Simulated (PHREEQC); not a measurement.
Dissolve 0.029 mol/kgw CdCl2, 0.007 mol/kgw CuCl2, 0.25 mol/kgw H2SO4 and 0.007 mol/kgw NaCl at 25 °C. Closed to the air; pH follows from the charge balance.

The numbers come from PHREEQC with the ion-association model, wateq4f.dat.

Task: The ionic strength comes out as 0.380 mol/kgw. What activity coefficients do Cl-, HSO4-, Cd(SO4)2-2, Cd+2, NaSO4- get?

Result: Cl- 0.66, HSO4- 0.69, Cd(SO4)2-2 0.29, Cd+2 0.29, NaSO4- 0.71.

This is a speciation only: nothing precipitates in the calculation. Complexes and solids missing from the database can't appear.
